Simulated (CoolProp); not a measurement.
Vapour-liquid equilibrium of n-pentane (1) + toluene (2) at 0.816 MPa; x and y are mole fractions of (1).

Values from CoolProp's multi-fluid Helmholtz-energy mixture model, Thol 2019 and Lemmon 2006; pair parameters Bell 2016.

**Question.** Give the bubble temperature and the first vapour's composition at x = 0.05, 0.35, 0.95. Is there an azeotrope?

**Answer.** x = 0.05: 467.8 K, y = 0.179; x = 0.35: 426.8 K, y = 0.708; x = 0.95: 390.2 K, y = 0.986. No azeotrope shows between x = 0.05 and 0.95.

The pair parameters rest on a limited set of measurements; away from them the model extrapolates.
